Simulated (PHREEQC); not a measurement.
A made-up water analysis in mg/kgw, 25 °C, pH 6.77, pe -0.9:

```
constituent         mg/kgw
------------------  ------
Na                    1.75
K                     4.03
Ca                    4.88
Mg                  0.0719
Cl                    4.52
S(6) as SO4           10.9
Alkalinity as HCO3    4.59
Br                   0.101
Sr                  0.0159
Mn(2)               0.0814
```

Cl is adjusted to close the charge balance.
Valence states are taken as typed.

Model: ion-association model, wateq4f.dat, run in PHREEQC.

```yaml
ionic_strength: 0.000663 mol/kgw
```

```
species  molality  activity   log γ
-------  --------  --------  ------
Cl-      0.000129  0.000125  -0.013
Ca+2     0.000120  0.000107  -0.050
SO4-2    0.000111   9.90e-5  -0.050
K+       0.000103  0.000100  -0.013
Na+       7.61e-5   7.39e-5  -0.013
HCO3-     7.52e-5   7.30e-5  -0.013
CO2       2.79e-5   2.79e-5   0.000
Mg+2      2.89e-6   2.58e-6  -0.050
CaSO4     2.10e-6   2.10e-6   0.000
```

Precipitation was switched off in this run.
